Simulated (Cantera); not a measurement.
# Thermodynamics of nitride etching, feed Si3N4 + H2

Input: 1 mol Si3N4, a varied amount of H2, held at 100 Torr.

Equilibrium computed with Cantera from the NASA thermochemical tables; the gas is ideal and each condensed phase is pure. Candidate condensed phases: Si, Si3N4; 18 gas species. Mutual solubility and eutectic melting of coexisting phases are not modelled. Rates play no part.

Problem. Map the stable condensed phases over T = 850, 950, 1050, 1150, 1250, 1350, 1450, 1550, 1650, 1750, 1850, 1950, 2050 K and n(H2) in mol = 10, 29, 48, 67, 86, 100, 120, 140, 160, 180, 200.

Solution. 
```
T in K \ n(H2) in mol
          10  29  48  67  86 100 120 140 160 180 200
   2050    A   A   A   A   A   A   A   A   A   A   A
   1950    A   A   A   A   A   A   A   A   A   A   A
   1850    B   A   A   A   A   A   A   A   A   A   A
   1750    B   B   B   B   A   A   A   A   A   A   A
   1650    B   B   B   B   B   B   B   B   B   B   B
   1550    B   B   B   B   B   B   B   B   B   B   B
   1450    B   B   B   B   B   B   B   B   B   B   B
   1350    C   B   B   B   B   B   B   B   B   B   B
   1250    C   C   C   C   C   C   C   C   C   C   C
   1150    C   C   C   C   C   C   C   C   C   C   C
   1050    C   C   C   C   C   C   C   C   C   C   C
    950    C   C   C   C   C   C   C   C   C   C   C
    850    C   C   C   C   C   C   C   C   C   C   C
```
A: Si; B: Si + Si3N4; C: Si3N4.
